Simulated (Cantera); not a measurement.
Charge: 1 mol SiC, 0.11 mol CO2, 540 mol H2, equilibrated at 750 Torr.

Equilibrium computed with Cantera from the NASA thermochemical tables; the gas is ideal and each condensed phase is pure. Candidate condensed phases: C, C6H6, C7H8, C8H18, H2O, Si, SiC, SiO2; 123 gas species. Mutual solubility and eutectic melting of coexisting phases are not modelled. The tables hold silica as quartz up to 1696 K and as liquid above; real silica turns to tridymite and cristobalite and melts near 1996 K. Gases not in the tables: Si2H6 and higher silanes. The numbers say what is thermodynamically allowed, not how fast it happens.

Q: Which condensed phases are stable at each of these points (T (°C)): 677, 777, 877, 977, 1077, 1177, 1277, 1377, 1477, 1577?

A: 
```
T (°C)         condensed phases  Si condensed (%)
------  -----------------------  ----------------
677     SiC(s) + SiO2(β-quartz)             100.0
777     SiC(s) + SiO2(β-quartz)             100.0
877     SiC(s) + SiO2(β-quartz)             100.0
977     SiC(s) + SiO2(β-quartz)             100.0
1077    SiC(s) + SiO2(β-quartz)              99.7
1177    SiC(s) + SiO2(β-quartz)              96.6
1277                     SiC(s)              91.3
1377                     SiC(s)              91.8
1477                     SiC(s)              92.0
1577                     SiC(s)              91.9
```

From 677 °C to 1177 °C the condensed part is SiC(s) + SiO2(β-quartz). From 1277 °C to 1577 °C the condensed part is SiC(s).
